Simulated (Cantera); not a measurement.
An isothermal, constant-pressure homogeneous reactor starts with CO : O₂ : H₂O : N₂ = 0.0012 : 0.08 : 0.0061 : 1 (molar parts), at 1300 K and 0.530 bar. Integrator tolerance rtol = 1e-08.

Detailed kinetics in Cantera: GRI-Mech 3.0 (53 species, 325 reactions).

### Question
What does this change do: temperature 1300 to 1050 K?

### Answer
```tsv
quantity	before	after
x(CO) at 50.0 s	8.64e-10 (gas-phase equilibrium 8.65e-10)	2.05e-10 (gas-phase equilibrium 1.73e-12)
x(O₂) at 50.0 s	0.0731 (gas-phase equilibrium 0.0729)	0.0731 (gas-phase equilibrium 0.0730)
x(H₂O) at 50.0 s	0.00561 (gas-phase equilibrium 0.00561)	0.00561 (gas-phase equilibrium 0.00561)
x(CO₂) at 50.0 s	0.00110 (gas-phase equilibrium 0.00110)	0.00110 (gas-phase equilibrium 0.00110)
x(H₂) at 50.0 s	2.49e-9 (gas-phase equilibrium 2.49e-9)	1.41e-11 (gas-phase equilibrium 1.04e-11)
x(NO) at 50.0 s	2.77e-8 (gas-phase equilibrium 0.000253)	8.44e-10 (gas-phase equilibrium 3.38e-5)
x(OH) at 50.0 s	2.25e-6 (gas-phase equilibrium 2.24e-6)	7.79e-8 (gas-phase equilibrium 6.24e-8)
```
